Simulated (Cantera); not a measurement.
An isothermal, constant-pressure homogeneous reactor starts with C2H6 : N2 = 1 : 7.2 (molar parts), at 1250 K and 1330 Pa. Integrator tolerance rtol = 1e-08.

Detailed kinetics in Cantera: GRI-Mech 3.0 (53 species, 325 reactions). GRI-Mech 3.0 stops at C3 and has no aromatics, soot or wall deposition, so with more carbon than oxygen in the feed, carbon stays in small species such as C2H2 where larger ones or solid carbon would form. Radical loss at walls, strong at low pressure, is not modelled.

Question: What does this change do: pressure from 1330 Pa to 90000 Pa?

Answer: 
```csv
quantity,before,after
x(C2H6) at 30.0 s,2.09e-6 (gas-phase equilibrium 1.76e-7),0.000177 (gas-phase equilibrium 7.70e-5)
x(CH4) at 30.0 s,0.0297 (gas-phase equilibrium 0.00565),0.0600 (gas-phase equilibrium 0.0788)
x(C2H2) at 30.0 s,0.0747 (gas-phase equilibrium 0.0576),0.0510 (gas-phase equilibrium 0.0281)
x(C2H) at 30.0 s,1.34e-10 (gas-phase equilibrium 1.63e-10),4.73e-11 (gas-phase equilibrium 1.45e-11)
x(H2) at 30.0 s,0.147 (gas-phase equilibrium 0.188),0.0972 (gas-phase equilibrium 0.0836)
x(CH2) at 30.0 s,1.21e-11 (gas-phase equilibrium 5.75e-12),6.62e-12 (gas-phase equilibrium 2.68e-12)
x(CH3) at 30.0 s,3.53e-6 (gas-phase equilibrium 1.06e-6),3.72e-6 (gas-phase equilibrium 2.71e-6)
```

Question: What does this change do: temperature 1250 to 1575 K?

Answer: 
```json
[
 {"quantity": "x(C2H6) at 30.0 s", "before": "2.09e-6 (gas-phase equilibrium 1.76e-7)", "after": "2.98e-8 (gas-phase equilibrium 2.36e-10)"},
 {"quantity": "x(CH4) at 30.0 s", "before": "0.0297 (gas-phase equilibrium 0.00565)", "after": "0.00155 (gas-phase equilibrium 0.000101)"},
 {"quantity": "x(C2H2) at 30.0 s", "before": "0.0747 (gas-phase equilibrium 0.0576)", "after": "0.0974 (gas-phase equilibrium 0.0501)"},
 {"quantity": "x(C2H) at 30.0 s", "before": "1.34e-10 (gas-phase equilibrium 1.63e-10)", "after": "2.27e-7 (gas-phase equilibrium 1.20e-7)"},
 {"quantity": "x(H2) at 30.0 s", "before": "0.147 (gas-phase equilibrium 0.188)", "after": "0.194 (gas-phase equilibrium 0.196)"},
 {"quantity": "x(CH2) at 30.0 s", "before": "1.21e-11 (gas-phase equilibrium 5.75e-12)", "after": "1.80e-8 (gas-phase equilibrium 1.25e-9)"},
 {"quantity": "x(CH3) at 30.0 s", "before": "3.53e-6 (gas-phase equilibrium 1.06e-6)", "after": "2.51e-5 (gas-phase equilibrium 1.69e-6)"}
]
```
